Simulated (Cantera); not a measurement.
A closed system holds: 1 mol Ta, 0.038 mol H2O, 76 mol H2, held at 1723.15 K.

Cantera equilibrium calculation (NASA polynomials, part measured and part estimated; ideal gas, pure solids and liquids). Candidate condensed phases: H2O, Ta, Ta2O5; 12 gas species. Mutual solubility and eutectic melting of coexisting phases are not modelled. Condensed phases not in the tables: N, O or C dissolved in the metal. Kinetics and transport are ignored.

Q: At 0.280 bar, list the 3 most abundant gas species with their mole fractions, and the condensed phases.

A: H2 0.999, H2O 0.000443, H 0.000345. Condensed: Ta(s) + Ta2O5(s).
